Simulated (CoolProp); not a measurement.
R142b at 293.15 K and 0.165 MPa is compressed adiabatically to 1.24 MPa with isentropic efficiency 0.6. Each further row changes one setting.

Model: reference Helmholtz-energy equation of state, Lemmon 2006, in CoolProp. It is a short technical equation, of lower accuracy than the large ones.

```csv
case,work (kJ/kg),final temperature (K),final density (kg/m³)
as stated,[?],[?],43.6
efficiency 1,[?],[?],50.0
efficiency 0.65,[?],[?],[?]
```

Task: Fill in the missing entries.

Result: 
- as stated, work (kJ/kg): 82.0
- as stated, final temperature (K): 395.5
- efficiency 1, work (kJ/kg): 49.2
- efficiency 1, final temperature (K): 365.8
- efficiency 0.65, work (kJ/kg): 75.7
- efficiency 0.65, final temperature (K): 389.7
- efficiency 0.65, final density (kg/m³): 44.7
